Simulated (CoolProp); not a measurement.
Values from CoolProp's reference Helmholtz-energy equation of state, Pan 2012.

Q: For R236FA, give the phase and the Z, Joule-Thomson coefficient (K/MPa), isothermal compressibility (1/MPa), conductivity (mW/(m K)) at 349 K and 798 kPa.

A: 
- 349 K and 798 kPa: gas; Z 0.838, Joule-Thomson coefficient 17.3, isothermal compressibility 1.54, conductivity 17.5

Thermal conductivity comes from a separate model (Huber 2003), an estimate that may be off by 10 % or more.
